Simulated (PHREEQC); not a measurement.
Metal-bearing waste water (model solution)

Dissolve 0.028 mol/kgw Pb(NO3)2, 0.00108 mol/kgw ZnCl2, 1.54e-05 mol/kgw NaHCO3 and 0.0104 mol/kgw Na2SO4 at 16 °C. Closed to the air; pH follows from the charge balance.

The numbers come from PHREEQC with the ion-association model, phreeqc.dat.

```json
{
 "pH": "4.94",
 "ionic_strength": "0.0831 mol/kgw",
 "total_alkalinity": "0.0154 meq/kg"
}
```

```csv
species,molality,activity,log γ
NO3-,0.0511,0.0394,-0.113
Na+,0.0207,0.0165,-0.098
Pb+2,0.0167,0.00666,-0.400
PbSO4,0.00587,0.00598,0.008
PbNO3+,0.00488,0.00388,-0.100
SO4-2,0.00398,0.00160,-0.397
Cl-,0.00179,0.00140,-0.107
Zn+2,0.000944,0.000381,-0.394
PbCl+,0.000371,0.000294,-0.100
NaSO4-,0.000155,0.000124,-0.096
ZnSO4,0.000130,0.000133,0.008
Pb(SO4)2-2,0.000126,5.01e-5,-0.400
PbOH+,1.42e-5,1.13e-5,-0.100
H+,1.38e-5,1.15e-5,-0.078
```

Precipitation was switched off in this run. Examples of supersaturated solids here: Anglesite. Others may be too. Complexes and solids missing from the database can't appear.
